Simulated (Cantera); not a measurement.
A freely propagating, adiabatic, planar premixed flame of 28.3 % H₂, 15.1 % O₂, 56.6 % N₂, unburnt at 650 K and 400000 Pa; mixture-averaged transport, grid criteria slope 0.08 and curve 0.16, no radiation.

Model: the H2/O2 subset of GRI-Mech 3.0, which has no nitrogen chemistry, integrated in Cantera. The hydrogen kinetics of GRI-Mech 3.0 are dated; newer H2 mechanisms differ, most at raised pressure. Burning velocities carry a grid error of a few per cent, more on coarse grids.

**Question.** Predict: laminar burning velocity; thermal thickness; peak x(H₂O₂); peak x(OH); peak x(HO₂).

**Answer.** 
```
Property                     Result
------------------------  ---------
laminar burning velocity   803 cm/s
thermal thickness         0.0806 mm
peak x(H₂O₂)                4.87e-5
peak x(OH)                   0.0194
peak x(HO₂)                0.000748
```
